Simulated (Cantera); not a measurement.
Cantera with NASA thermochemical tables; ideal gases at 1 bar, condensed phases pure. Values are per mole of reaction as written; species without (g) are pure solids or liquids, kept so even where they would boil at 1 bar.

CsCl + H(g) → Cs(g) + HCl(g), with ΔH° = 209.0 kJ and ΔS° = 146.5 J/K at 300 K.

How far is the shortcut ΔG° ≈ ΔH°(300 K) − T·ΔS°(300 K) from the full temperature-dependent value at 600, 750, 900, 1050, 1200, 1350, 1500, 1650, 1800, 1950, 2100 K?


```
T (K)  shortcut (kJ)  full (kJ)  difference (kJ)  difference in log10 K  condensed phases
-----  -------------  ---------  ---------------  ---------------------  ----------------
600            121.1      124.0             -2.9                   0.25           CsCl(s)
750             99.2      105.4             -6.2                   0.43           CsCl(s)
900             77.2       88.4            -11.2                   0.65           CsCl(s)
1050            55.2       74.6            -19.4                   0.97           CsCl(l)
1200            33.2       62.2            -28.9                   1.26           CsCl(l)
1350            11.3       50.5            -39.3                   1.52           CsCl(l)
1500           -10.7       39.7            -50.4                   1.75           CsCl(l)
1650           -32.7       29.5            -62.1                   1.97           CsCl(l)
1800           -54.6       19.8            -74.5                   2.16           CsCl(l)
1950           -76.6       10.7            -87.3                   2.34           CsCl(l)
2100           -98.6        2.1           -100.7                   2.50           CsCl(l)
```
The shortcut ignores heat capacities and the phase changes listed.
